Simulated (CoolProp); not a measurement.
Vapour-liquid equilibrium of isobutane (1) + isobutene (2) at -48.05 °C; x and y are mole fractions of (1).

Computed with CoolProp (multi-fluid Helmholtz-energy mixture model, Bücker 2006 and Lemmon 2005; pair parameters Bell 2016).

```json
[
 {"x": "0.05", "bubble pressure (kPa)": "14.70", "y at the bubble point": "0.069", "dew pressure at overall composition x (kPa)": "14.62", "liquid density (mol/L)": "11.90"},
 {"x": "0.125", "bubble pressure (kPa)": "15.14", "y at the bubble point": "0.166", "dew pressure at overall composition x (kPa)": "14.95", "liquid density (mol/L)": "11.82"},
 {"x": "0.2", "bubble pressure (kPa)": "15.54", "y at the bubble point": "0.255", "dew pressure at overall composition x (kPa)": "15.29", "liquid density (mol/L)": "11.73"},
 {"x": "0.275", "bubble pressure (kPa)": "15.92", "y at the bubble point": "0.338", "dew pressure at overall composition x (kPa)": "15.63", "liquid density (mol/L)": "11.64"},
 {"x": "0.35", "bubble pressure (kPa)": "16.28", "y at the bubble point": "0.417", "dew pressure at overall composition x (kPa)": "15.97", "liquid density (mol/L)": "11.56"},
 {"x": "0.425", "bubble pressure (kPa)": "16.62", "y at the bubble point": "0.492", "dew pressure at overall composition x (kPa)": "16.32", "liquid density (mol/L)": "11.48"},
 {"x": "0.5", "bubble pressure (kPa)": "16.94", "y at the bubble point": "0.564", "dew pressure at overall composition x (kPa)": "16.66", "liquid density (mol/L)": "11.39"},
 {"x": "0.575", "bubble pressure (kPa)": "17.25", "y at the bubble point": "0.633", "dew pressure at overall composition x (kPa)": "16.99", "liquid density (mol/L)": "11.31"},
 {"x": "0.65", "bubble pressure (kPa)": "17.54", "y at the bubble point": "0.700", "dew pressure at overall composition x (kPa)": "17.32", "liquid density (mol/L)": "11.23"},
 {"x": "0.725", "bubble pressure (kPa)": "17.82", "y at the bubble point": "0.766", "dew pressure at overall composition x (kPa)": "17.64", "liquid density (mol/L)": "11.16"},
 {"x": "0.8", "bubble pressure (kPa)": "18.08", "y at the bubble point": "0.831", "dew pressure at overall composition x (kPa)": "17.96", "liquid density (mol/L)": "11.08"},
 {"x": "0.875", "bubble pressure (kPa)": "18.33", "y at the bubble point": "0.895", "dew pressure at overall composition x (kPa)": "18.26", "liquid density (mol/L)": "11.00"},
 {"x": "0.95", "bubble pressure (kPa)": "18.57", "y at the bubble point": "0.958", "dew pressure at overall composition x (kPa)": "18.54", "liquid density (mol/L)": "10.93"}
]
```

No azeotrope shows between x = 0.05 and 0.95.

The pair parameters rest on a limited set of measurements; away from them the model extrapolates.
